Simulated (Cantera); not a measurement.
Si + Cl2 + H2 (chlorosilane synthesis and conversion)

A closed system holds: 1 mol Si, 0.55 mol Cl2, 0.53 mol H2, at 2200000 Pa.

Cantera equilibrium calculation (NASA polynomials, part measured and part estimated; ideal gas, pure solids and liquids). Candidate condensed phases: Si; 19 gas species. The tables' values for SiCl3 are old estimates; treat these amounts as uncertain. Kinetics and transport are ignored.

```csv
T (K),log p H2,log p SiCl4,log p SiHCl3,log p HCl,log p SiH2Cl2,log p SiCl3,n Si(s)
848,1.11,0.68,0.60,-1.61,-0.53,-2.72,0.685
898,1.11,0.68,0.60,-1.36,-0.51,-2.35,0.685
948,1.11,0.68,0.59,-1.14,-0.50,-2.03,0.686
998,1.11,0.68,0.58,-0.95,-0.49,-1.74,0.687
1048,1.11,0.68,0.58,-0.77,-0.48,-1.48,0.687
1098,1.11,0.68,0.57,-0.61,-0.47,-1.25,0.688
1148,1.11,0.68,0.56,-0.47,-0.46,-1.03,0.689
1198,1.10,0.68,0.55,-0.34,-0.46,-0.84,0.690
1248,1.10,0.67,0.54,-0.22,-0.46,-0.67,0.690
```
log p: log10 of the partial pressure in bar; n: condensed amount in mol.

From 848 K to 1248 K the condensed part is Si(s). The main Si-bearing gas is SiCl4 throughout.
